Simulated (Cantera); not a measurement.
What does this Cantera script print?

```python
import numpy as np
import cantera as ct

gas_names = """
    H HNO HNO2 HNO3 HO2 H2 H2O H2O2 N NH NH2 NH3 NH2OH NO NO2 NO3 N2 N2H2 N2H4 N2O O OH O2 O3 Si SiH
    SiH2 SiH3 SiH4 SiN SiO SiO2 Si2 Si2N Si3
""".split()
cond_names = """
    H2O(s) H2O(L) Si(cr) Si(L) SiO2(Lqz) SiO2(hqz) SiO2(L) Si2N2O(s) Si3N4(a)
""".split()


# ... load() reads the species with a 1 bar reference pressure and builds the phases ...
atoms = {
    'Si3N4': {'Si': 3, 'N': 4},
    'H2O': {'H': 2, 'O': 1},
    'N2': {'N': 2},
}
top_T = {'Si2N2O(s)': 2100, 'Si3N4(a)': 2400}  # K; cautious upper limits of use, not melting points


# ... equilibrate(T, P, feed) seeds the gas with the atoms and calls Mixture.equilibrate('TP', solver="vcs", rtol=1e-11, max_steps=5000) ...
results = []
feed = {'Si3N4': 1, 'H2O': 0.74, 'N2': 410}  # mol
T = 1250  # K
P = 23  # Pa
mix = equilibrate(T, P, feed)
results.append((T, P, feed, dict(zip(mix.species_names, mix.species_moles))))
print(gas.report(threshold=1e-05))
for i in range(1, mix.n_phases):
    print(f"{mix.phase(i).name:16s} {mix.phase_moles(i):12.5e} mol")
```

Result:

```
       temperature   1250 K
          pressure   23 Pa
           density   6.1892e-05 kg/m^3
  mean mol. weight   27.967 kg/kmol
   phase of matter   gas

                          1 kg             1 kmol
                     ---------------   ---------------
          enthalpy         1.065e+06        2.9785e+07  J
   internal energy        6.9337e+05        1.9392e+07  J
           entropy             10915        3.0525e+05  J/K
    Gibbs function       -1.2578e+07       -3.5178e+08  J
 heat capacity c_p            1210.2             33846  J/K
 heat capacity c_v            912.89             25531  J/K

                      mass frac. Y      mole frac. X     chem. pot. / RT
                     ---------------   ---------------   ---------------
                H2        0.00012974         0.0017999           -32.786
                N2           0.99987            0.9982           -33.849
     [  +33 minor]        3.6945e-07        1.5558e-06

Si(cr)            0.00000e+00 mol
SiO2(hqz)         0.00000e+00 mol
Si2N2O(s)         7.39916e-01 mol
Si3N4(a)          5.06694e-01 mol
```

Equilibrium computed with Cantera from the NASA thermochemical tables; the gas is ideal and each condensed phase is pure. Mutual solubility and eutectic melting of coexisting phases are not modelled.
